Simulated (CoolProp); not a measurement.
Properties of R1123 along the isobar 58 bar (Tc = 331.7 K, pc = 45.49 bar, ω = 0.243).

Values from CoolProp's reference Helmholtz-energy equation of state, Akasaka 2020.

```
T (K)          phase  density (kg/m³)  cp (kJ/(kg K))  speed of sound (m/s)  expansivity (1/kK)  fugacity coefficient
-----  -------------  ---------------  --------------  --------------------  ------------------  --------------------
269.7         liquid             1166           1.403                 570.9               3.295                0.1674
299.7         liquid             1034           1.581                 419.6               4.962                0.3268
329.8         liquid            822.6           2.298                 240.1               13.29                0.5281
359.8  supercritical            285.2           2.085                 143.7               17.96                0.6837
389.9  supercritical            204.4           1.386                 171.0               7.540                0.7649
419.9  supercritical            170.0           1.258                 189.8               5.115                0.8217
450    supercritical            148.5           1.222                 204.9               3.982                0.8646
480    supercritical            133.2           1.216                 217.7               3.312                0.8976
```
